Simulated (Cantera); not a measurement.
A diamond (100) surface in a fixed gas of H2 with x(CH4) = 0.0051, x(H) = 0.00076, at 1150 K, 0.128 atm; coverages are run to steady state.

Cantera simulation using the Harris–Goodwin 1993 mechanism for the reconstructed diamond (100) surface; the numbers are that mechanism's predictions, not measurements.

One state of this run: growth (µm/h) = 0.186; θ c6HH = 0.496; θ c6H* = 0.0320; θ c6*H = 0.454; θ c6** = 0.0180; θ c6HM = 0.000557. θ: site fractions in the mechanism's names (c6HH fully hydrogenated, c6H* and c6*H radical sites, c6** diradical, c6HM methylated).

### Question
Which value of x(CH3) does it belong to?
A. 7.5e-05
B. 3.2e-05
C. 5.6e-06
D. 0.00099

### Answer
C, 5.6e-06
